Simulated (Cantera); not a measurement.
An isothermal, constant-pressure homogeneous reactor starts with 23.1 % H2, 76.9 % O2, at 1150 K and 4.73 Torr.

Model: the H2/O2 subset of GRI-Mech 3.0, which has no nitrogen chemistry, integrated in Cantera. Radical loss at walls, strong at low pressure, is not modelled. The temperature is held fixed by assumption; the heat of reaction is taken as removed at once.

x: mole fraction; the columns are a selection and need not sum to one.

```json
[
 {"t (s)": "6.00e-6", "x H2": "0.231", "x O2": "0.769", "x H": "1.69e-10", "x H2O": "<1e-12", "x OH": "3.35e-12"},
 {"t (s)": "3.39e-5", "x H2": "0.231", "x O2": "0.769", "x H": "9.05e-10", "x H2O": "3.13e-11", "x OH": "8.42e-11"},
 {"t (s)": "0.000192", "x H2": "0.231", "x O2": "0.769", "x H": "(withheld)", "x H2O": "(withheld)", "x OH": "(withheld)"},
 {"t (s)": "0.00108", "x H2": "0.231", "x O2": "0.769", "x H": "1.49e-6", "x H2O": "2.26e-6", "x OH": "4.33e-7"},
 {"t (s)": "0.00613", "x H2": "0.0110", "x O2": "0.648", "x H": "0.0839", "x H2O": "0.176", "x OH": "0.00883"},
 {"t (s)": "0.0346", "x H2": "(withheld)", "x O2": "0.695", "x H": "(withheld)", "x H2O": "(withheld)", "x OH": "(withheld)"},
 {"t (s)": "0.196", "x H2": "0.000401", "x O2": "0.736", "x H": "0.000424", "x H2O": "0.259", "x OH": "0.00176"},
 {"t (s)": "1.11", "x H2": "1.17e-5", "x O2": "0.739", "x H": "2.17e-6", "x H2O": "0.261", "x OH": "0.000304"},
 {"t (s)": "6.26", "x H2": "9.16e-7", "x O2": "0.739", "x H": "4.91e-8", "x H2O": "0.261", "x OH": "8.60e-5"},
 {"t (s)": "35.4", "x H2": "1.17e-7", "x O2": "0.739", "x H": "2.28e-9", "x H2O": "0.261", "x OH": "3.09e-5"},
 {"t (s)": "200", "x H2": "2.30e-8", "x O2": "0.739", "x H": "1.99e-10", "x H2O": "0.261", "x OH": "1.37e-5"}
]
```

Q: Complete the blanks.

A: 
- 0.000192, x H: 6.30e-9
- 0.000192, x H2O: 3.31e-9
- 0.000192, x OH: 1.52e-9
- 0.0346, x H2: 0.00649
- 0.0346, x H: 0.0318
- 0.0346, x H2O: 0.223
- 0.0346, x OH: 0.00701
